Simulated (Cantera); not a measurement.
A freely propagating, adiabatic, planar premixed flame of 45.7 % H₂, 11.4 % O₂, 42.9 % N₂, unburnt at 575 K and 0.987 atm; unity-Lewis-number transport, grid criteria slope 0.08 and curve 0.16, no radiation.

Cantera simulation using the H2/O2 subset of GRI-Mech 3.0, which has no nitrogen chemistry; the numbers are that mechanism's predictions, not measurements. Unity Lewis numbers drop preferential diffusion, which matters most where H2 and H carry the flame. Burning velocities carry a grid error of a few per cent, more on coarse grids.

x: mole fraction of selected species; z is measured from the peak of heat release.

```tsv
z (mm)	T (K)	u (m/s)	x H₂	x O₂	x H	x O	x OH	x H₂O
-1.17	575	5.11	0.457	0.114	<1e-8	<1e-8	<1e-8	3.24e-8
-0.779	575	5.11	0.457	0.114	<1e-8	<1e-8	<1e-8	7.06e-7
-0.584	575	5.11	0.457	0.114	<1e-8	<1e-8	<1e-8	5.63e-6
-0.389	576	5.12	0.457	0.114	1.15e-8	4.11e-8	<1e-8	9.73e-5
-0.195	620	5.49	0.452	0.111	9.92e-5	1.27e-5	1.96e-5	0.00563
-0.0973	854	7.46	0.421	0.0953	0.00591	0.000291	0.000353	0.0408
0	1258	10.7	0.313	0.0483	0.0496	0.00239	0.00183	0.137
0.0973	1518	12.7	0.224	0.0114	0.0904	0.00273	0.00389	0.213
0.195	1643	13.6	0.208	0.00261	0.0916	0.00198	0.00477	0.232
0.389	1771	14.6	0.214	0.000782	0.0763	0.00147	0.00522	0.238
0.779	1898	15.4	0.225	___	___	___	0.00508	0.242
1.56	2014	16.2	0.234	0.000257	0.0410	0.000561	0.00440	0.246
3.11	2107	16.8	0.242	___	___	___	___	0.250
```

Question: Some entries are withheld; supply them.

Answer: 
- 0.779, x O₂: 0.000469
- 0.779, x H: 0.0579
- 0.779, x O: 0.000986
- 3.11, x O₂: 0.000122
- 3.11, x H: 0.0274
- 3.11, x O: 0.000274
- 3.11, x OH: 0.00340
